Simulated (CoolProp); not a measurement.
Vapour-liquid equilibrium of cyclohexane (1) + n-octane (2) at 348.6 K; x and y are mole fractions of (1).

Model: multi-fluid Helmholtz-energy mixture model, Zhou 2014 and Beckmüller 2019; pair parameters Bell 2016, in CoolProp.

Problem. Give the bubble pressure and the first vapour's composition at x = 0.2, 0.65, 0.875. Is there an azeotrope?

Solution. x = 0.2: 0.03298 MPa, y = 0.518; x = 0.65: 0.06299 MPa, y = 0.886; x = 0.875: 0.07789 MPa, y = 0.966. No azeotrope shows between x = 0.05 and 0.95.

The pair parameters rest on a limited set of measurements; away from them the model extrapolates.
